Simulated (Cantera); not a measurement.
What does this Cantera script print?

```python
import numpy as np
import cantera as ct

gas = ct.Solution("h2o2.yaml")
gas.TPX = 473, 101325, {'H2': 1, 'O2': 1.22, 'N2': 4.59, 'H2O': 0.037}
inlet = ct.Reservoir(gas, clone=True)
gas.equilibrate("HP")  # start burning
reactor = ct.IdealGasConstPressureReactor(gas, energy="on", clone=False)
exhaust = ct.Reservoir(gas, clone=True)
tau = [0.27, 0.1, 0.041, 0.016, 0.0063, 0.0025, 0.00097, 0.00038, 0.00015, 5.8e-05, 2.3e-05, 9e-06][0]
for a, b in ((inlet, reactor), (reactor, exhaust)):
    ct.MassFlowController(a, b, mdot=lambda t: reactor.mass / tau)
net = ct.ReactorNet([reactor])
show = ['H2', 'O2', 'HO2', 'H2O2', 'H']

rows = []
print(f"{'tau/s':>10s}{'T/K':>9s}" + "".join(f"{s:>11s}" for s in show))
for tau in [0.27, 0.1, 0.041, 0.016, 0.0063, 0.0025, 0.00097, 0.00038, 0.00015, 5.8e-05, 2.3e-05, 9e-06]:
    net.initial_time = 0.0
    net.advance(30 * tau)
    before = gas.X
    net.advance(40 * tau)
    drift = np.max(np.abs(gas.X - before) / (gas.X + 1e-9))
    rows.append([gas.T, *gas[show].X, drift])
    print(f"{tau:10.3e}{gas.T:9.1f}" + "".join(f"{x:11.3e}" for x in gas[show].X))
```

It prints:

```
     tau/s      T/K         H2         O2        HO2       H2O2          H
 2.700e-01   1587.7  6.432e-05  1.133e-01  1.587e-06  1.189e-07  4.134e-06
 1.000e-01   1585.8  1.242e-04  1.132e-01  2.896e-06  1.881e-07  1.113e-05
 4.100e-02   1583.1  2.245e-04  1.131e-01  4.962e-06  2.797e-07  2.726e-05
 1.600e-02   1578.4  4.184e-04  1.130e-01  8.598e-06  4.189e-07  7.012e-05
 6.300e-03   1570.6  7.719e-04  1.128e-01  1.432e-05  6.187e-07  1.773e-04
 2.500e-03   1557.3  1.408e-03  1.127e-01  2.261e-05  9.118e-07  4.373e-04
 9.700e-04   1533.6  2.587e-03  1.126e-01  3.392e-05  1.386e-06  1.069e-03
 3.800e-04   1493.0  4.728e-03  1.128e-01  4.754e-05  2.209e-06  2.454e-03
 1.500e-04   1425.5  8.923e-03  1.141e-01  6.370e-05  3.832e-06  5.111e-03
 5.800e-05   1303.5  2.078e-02  1.199e-01  8.827e-05  7.544e-06  8.931e-03
 2.300e-05    473.0  1.460e-01  1.782e-01 -3.264e-17 -3.409e-18 -3.718e-22
 9.000e-06    473.0  1.460e-01  1.782e-01 -2.097e-19 -2.190e-20 -1.756e-24
```

Model: the H2/O2 subset of GRI-Mech 3.0, which has no nitrogen chemistry, integrated in Cantera.
